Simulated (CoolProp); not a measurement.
200 sccm (0 °C, 1 atm) of nitrogen bubbles through liquid tetrahydrofuran at 286.3 K and leaves saturated at a total pressure of 0.102 MPa (ideal gas phase). Each further row changes one setting.

The numbers come from the reference Helmholtz-energy equation of state, Fiedler 2023 in CoolProp.

| case | vapour pressure (kPa) | mole fraction of vapour | delivery (mg/min) | delivery (sccm) | change of delivery for a bath 1 K warmer (%) |
|---|---|---|---|---|---|
| as stated | 12.5 | 0.123 | 90.1 | 28.0 | 5.7 |
| bath temperature 291.3 K | 15.9 | 0.156 | 119 | 36.9 | 5.6 |
| total pressure 0.204 MPa | 12.5 | 0.0614 | 42.1 | 13.1 | 5.3 |
